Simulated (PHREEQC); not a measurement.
Solution (25 °C): 1.7 mmol/kgw MgSO4, 1.2 mmol/kgw FeCl2 and 0.11 mmol/kgw NaCl. Closed to the air; pH follows from the charge balance.

The numbers come from PHREEQC with the ion-association model, phreeqc.dat.

This is a speciation only: nothing precipitates in the calculation.

Q: Predict the pH.

A: pH 6.32.

Q: In which forms is Fe present?

A: Fe+2 90 %, FeSO4 10 % of the Fe.
